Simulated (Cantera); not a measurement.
A closed system holds: 1 mol Si(CH₃)₄, 1.4 mol C₂H₂, 48 mol H₂, equilibrated at 0.0133 bar.

Equilibrium computed with Cantera from the NASA thermochemical tables; the gas is ideal and each condensed phase is pure. Candidate condensed phases: C, C₆H₆, C₇H₈, C₈H₁₈, Si, SiC; 87 gas species. Gases not in the tables: Si₂H₆ and higher silanes. Equilibrium is a limit: real reactors are often held back by kinetics, nucleation or transport.

log p: log10 of the partial pressure in bar; n: condensed amount in mol.

```
T (°C)  log p H₂  log p H  log p Si  log p C₂H₂ (acetylene)  log p SiC₂  n C(graphite)  n SiC(s)
------  --------  -------  --------  ----------------------  ----------  -------------  --------
825        -1.88    -8.54      <-13                   -9.77        <-13           5.77      1.00
1025       -1.88    -6.91    -12.92                   -8.13        <-13           5.79      1.00
1225       -1.88    -5.70    -10.14                   -6.93         [?]           5.80     1.000
1425       -1.88    -4.78     -8.02                   -6.02         [?]           5.79     1.000
1625       -1.88    -4.05     -6.34                   -5.30         [?]           5.76     0.998
1825       -1.89    -3.46     -5.00                   -4.73         [?]           5.69     0.948
2025       -1.92    -2.98     -3.88                   -4.29         [?]           5.91     0.226
```

Some entries are withheld; supply them.


- 1225, log p SiC₂: -12.90
- 1425, log p SiC₂: -10.13
- 1625, log p SiC₂: -7.95
- 1825, log p SiC₂: -6.19
- 2025, log p SiC₂: -4.75
